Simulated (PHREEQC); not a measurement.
Solution (81 °C): 150 mmol/kgw KCl. Closed to the air; pH follows from the charge balance.

Equilibrium calculation in PHREEQC: ion-association model, phreeqc.dat.

This is a speciation only: nothing precipitates in the calculation.

Question: Predict the specific conductance.

Answer: specific conductance 45200 µS/cm.

At this temperature some constants are extrapolated from 25 °C, and those without enthalpy data are left unchanged.
